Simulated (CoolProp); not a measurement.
Properties of nitrogen along the isotherm 227.6 K (Tc = 126.2 K, pc = 3396 kPa, ω = 0.037).

Computed with CoolProp (reference Helmholtz-energy equation of state, Span 2000).

```
p (kPa)          phase       Z  Joule-Thomson coefficient (K/MPa)  viscosity (µPa s)  conductivity (mW/(m K))
-------  -------------  ------  ---------------------------------  -----------------  -----------------------
637                gas  0.9921                              3.633               14.5                     20.8
1270               gas  0.9845                              3.560               14.6                     21.1
1910               gas  0.9772                              3.482               14.8                     21.5
2550               gas  0.9702                              3.401               14.9                     21.9
3180               gas  0.9636                              3.317               15.1                     22.4
3820     supercritical  0.9573                              3.229               15.3                     22.9
4460     supercritical  0.9514                              3.137               15.5                     23.4
5090     supercritical  0.9460                              3.044               15.7                     24.0
```

Viscosity comes from a separate model (Lemmon 2004). Thermal conductivity comes from a separate model (Lemmon 2004).
